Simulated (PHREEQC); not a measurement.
Polishing slurry liquid

A solution holds 0.022 mol/kgw HNO3, 4.8e-05 mol/kgw H4SiO4 and 0.001 mol/kgw H3BO3, at 60 °C. Closed to the air; pH follows from the charge balance.

Computed with PHREEQC (ion-association model, phreeqc.dat).

- pH = 1.71
- ionic strength = 0.0220 mol/kgw
- specific conductance = 15900 µS/cm
- total alkalinity = -22.0 meq/kg

```
species  molality  activity   log γ
-------  --------  --------  ------
H+         0.0220    0.0193  -0.056
NO3-       0.0220    0.0187  -0.070
H3BO3     0.00100   0.00101   0.002
H4SiO4    4.80e-5   4.82e-5   0.002
```

This is a speciation only: nothing precipitates in the calculation. At this temperature some constants are extrapolated from 25 °C, and those without enthalpy data are left unchanged.
